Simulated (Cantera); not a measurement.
An isothermal, constant-pressure homogeneous reactor starts with CH₄ : N₂ = 1 : 11 (molar parts), at 1773 K and 0.503 Torr. Integrator tolerance rtol = 1e-08.

Computed with Cantera and GRI-Mech 3.0 (53 species, 325 reactions). GRI-Mech 3.0 stops at C3 and has no aromatics, soot or wall deposition, so with more carbon than oxygen in the feed, carbon stays in small species such as C2H2 where larger ones or solid carbon would form. Radical loss at walls, strong at low pressure, is not modelled.

Task: What does this change do: N2 11 to 5 parts?

Result: 
```tsv
quantity	before	after
x(CH₄) at 2.00 s	0.0330 (gas-phase equilibrium 1.85e-7)	0.0450 (gas-phase equilibrium 7.84e-7)
x(H) at 2.00 s	0.000179 (gas-phase equilibrium 0.00373)	0.000361 (gas-phase equilibrium 0.00509)
x(H₂) at 2.00 s	0.0668 (gas-phase equilibrium 0.113)	0.153 (gas-phase equilibrium 0.211)
x(CH₃) at 2.00 s	0.00160 (gas-phase equilibrium 1.23e-7)	0.00202 (gas-phase equilibrium 3.81e-7)
x(C₂H₄) at 2.00 s	0.00135 (gas-phase equilibrium 2.22e-8)	0.00126 (gas-phase equilibrium 1.15e-7)
```

Task: What does this change do: temperature 1773 to 1898 K?

Result: 
```csv
quantity,before,after
x(CH₄) at 2.00 s,0.0330 (gas-phase equilibrium 1.85e-7),0.00707 (gas-phase equilibrium 6.90e-8)
x(H) at 2.00 s,0.000179 (gas-phase equilibrium 0.00373),0.000636 (gas-phase equilibrium 0.0101)
x(H₂) at 2.00 s,0.0668 (gas-phase equilibrium 0.113),0.104 (gas-phase equilibrium 0.110)
x(CH₃) at 2.00 s,0.00160 (gas-phase equilibrium 1.23e-7),0.000833 (gas-phase equilibrium 1.26e-7)
x(C₂H₄) at 2.00 s,0.00135 (gas-phase equilibrium 2.22e-8),0.000103 (gas-phase equilibrium 8.57e-9)
```
